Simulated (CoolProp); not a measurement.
Vapour-liquid equilibrium of ethanol (1) + p-xylene (2) at 66.9 kPa; x and y are mole fractions of (1).

Values from CoolProp's multi-fluid Helmholtz-energy mixture model, Schroeder 2014 and Zhou 2012; pair parameters Bell 2016.

```tsv
x	bubble temperature (°C)	y at the bubble point	dew temperature at overall composition x (°C)	liquid density (mol/L)
0.05	92.7	0.636	121.7	7.685
0.125	79.0	0.789	118.9	8.114
0.2	74.7	0.827	116.0	8.496
0.275	73.2	0.840	112.8	8.889
0.35	72.7	0.845	109.4	…
0.425	72.5	0.847	105.7	9.788
0.5	72.2	0.850	101.5	10.32
0.575	71.9	…	96.9	…
0.65	…	0.864	91.6	11.59
0.725	70.9	0.878	85.4	12.35
0.8	…	0.900	77.8	13.22
0.875	69.4	0.930	…	14.21
0.95	…	0.969	69.0	15.35
```

Some entries are withheld; supply them.


- 0.35, liquid density (mol/L): 9.316
- 0.575, y at the bubble point: 0.855
- 0.575, liquid density (mol/L): 10.91
- 0.65, bubble temperature (°C): 71.5
- 0.8, bubble temperature (°C): 70.2
- 0.875, dew temperature at overall composition x (°C): 71.0
- 0.95, bubble temperature (°C): 68.7

No azeotrope shows between x = 0.05 and 0.95.

The pair parameters rest on a limited set of measurements; away from them the model extrapolates. With so large a gap from Raoult's law the liquid may split in two, which this calculation doesn't test in full.
